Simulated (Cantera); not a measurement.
An adiabatic, constant-volume homogeneous reactor starts with C₂H₄ : O₂ : N₂ : H₂O = 1 : 1.88 : 7.05 : 2.3 (molar parts), at 1625 K and 10.0 bar.

Computed with Cantera and GRI-Mech 3.0 (53 species, 325 reactions). GRI-Mech 3.0 was tuned for natural gas; its chemistry of ethylene as a main component is partial and can be far from experiment. Above 3000 K some thermodynamic fits are extrapolated.

### Question
Predict: time of steepest temperature rise; temperature at 0.100 s; equilibrium temperature; x(O₂) at 0.100 s; x(H₂O) at 0.100 s; x(NO) at 0.100 s; x(HCO) at 0.100 s; x(HO₂) at 0.100 s.

### Answer
```
Item                                                                 Value
---------------------------------  ---------------------------------------
time of steepest temperature rise                                  2.51 µs
temperature at 0.100 s                                              3042 K
equilibrium temperature                                             3042 K
x(O₂) at 0.100 s                   0.00142 (gas-phase equilibrium 0.00142)
x(H₂O) at 0.100 s                      0.235 (gas-phase equilibrium 0.235)
x(NO) at 0.100 s                   0.00336 (gas-phase equilibrium 0.00336)
x(HCO) at 0.100 s                  1.64e-6 (gas-phase equilibrium 1.64e-6)
x(HO₂) at 0.100 s                  3.51e-6 (gas-phase equilibrium 3.51e-6)
```
